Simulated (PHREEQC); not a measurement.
Consider water at 25 °C with 35 mmol/kgw HCl, 2.8 mmol/kgw NaCl and 3.5 mmol/kgw MnSO4. Closed to the air; pH follows from the charge balance.

The numbers come from PHREEQC with the ion-association model, wateq4f.dat.

No solid was allowed to form.

Order these Mn species by the share of Mn that they hold, largest first: Mn+2, MnSO4, MnCl+.

Mn+2 (89 %), MnCl+ (6.6 %), MnSO4 (4.7 %)

Order these S species by the share of S that they hold, largest first: NaSO4-, HSO4-, MnSO4, SO4-2.

HSO4- (58 %), SO4-2 (37 %), MnSO4 (4.7 %), NaSO4- (0.24 %)

The pH is 1.55 and the ionic strength 0.0466 mol/kgw. Species that the database lacks are ignored.
